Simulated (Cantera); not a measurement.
# Diamond growth

A diamond (100) surface in a fixed gas of H2 with x(CH4) = 0.023, x(H) = 0.0011, at 925 K, 53.3 Torr; coverages are run to steady state.

Detailed kinetics in Cantera: the Harris–Goodwin 1993 mechanism for the reconstructed diamond (100) surface.

```csv
x(CH3),growth (µm/h),θ c6HH,θ c6H*,θ c6*H,θ c6**,θ c6HM
1e-06,0.0251,0.668,0.0122,0.314,0.00528,0.000667
2.8e-06,0.0701,0.667,0.0122,0.313,0.00527,0.00186
8e-06,0.199,0.664,0.0121,0.312,0.00524,0.00530
2.3e-05,0.565,0.656,0.0120,0.308,0.00516,0.0150
6.4e-05,1.52,0.635,0.0116,0.297,0.00494,0.0403
0.00018,3.87,0.582,0.0106,0.272,0.00441,0.103
0.00052,8.81,0.471,0.00851,0.219,0.00331,0.235
0.0015,15.8,0.313,0.00555,0.143,0.00181,0.422
0.0041,21.8,0.177,0.00302,0.0776,0.000688,0.583
```
θ: site fractions in the mechanism's names (c6HH fully hydrogenated, c6H* and c6*H radical sites, c6** diradical, c6HM methylated).
